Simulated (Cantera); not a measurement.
**MgO + Cl2 (oxide etching and cleaning by halides)**

Feed: 1 mol MgO, 5.1 mol Cl2, held at 1000 K and 10000 Pa.

These are equilibrium values from Cantera (NASA tables, ideal gas, pure condensed phases), not measurements of a reactor. Candidate condensed phases: Mg, MgCl2, MgO; 11 gas species. The numbers say what is thermodynamically allowed, not how fast it happens.

- x(Cl2): 0.989
- x(O2): 0.00819
- x(MgCl2): 0.00190
- x(Cl): 0.00122
- x(ClO): 2.17e-6
- n(MgCl2(l)): 0.0734 mol
- n(MgO(s)): 0.917 mol
- gas amount: 5.071 mol
- log10 activity of Mg(l) (absent): -24.21
